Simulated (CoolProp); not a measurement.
A Linde-Hampson liquefier for dry air: isothermal reversible compression at 290 K from 1 atm to 5 MPa, throttling to 1 atm, return gas leaving the recuperator 2 K below the feed. Each further row changes one setting.

Values from CoolProp's reference Helmholtz-energy equation of state, Lemmon 2000. It is a pseudo-pure fit of the blend.

```json
[
 {"case": "as stated", "liquid yield per pass": "…", "compression work (kJ/kg of gas)": "323"},
 {"case": "high pressure 10 MPa", "liquid yield per pass": "…", "compression work (kJ/kg of gas)": "380"},
 {"case": "warm-end temperature 320 K", "liquid yield per pass": "…", "compression work (kJ/kg of gas)": "…"},
 {"case": "warm-end gap 7 K", "liquid yield per pass": "…", "compression work (kJ/kg of gas)": "323"}
]
```

Fill in the missing entries.


- as stated, liquid yield per pass: 0.023
- high pressure 10 MPa, liquid yield per pass: 0.048
- warm-end temperature 320 K, liquid yield per pass: 0.016
- warm-end temperature 320 K, compression work (kJ/kg of gas): 358
- warm-end gap 7 K, liquid yield per pass: 0.011
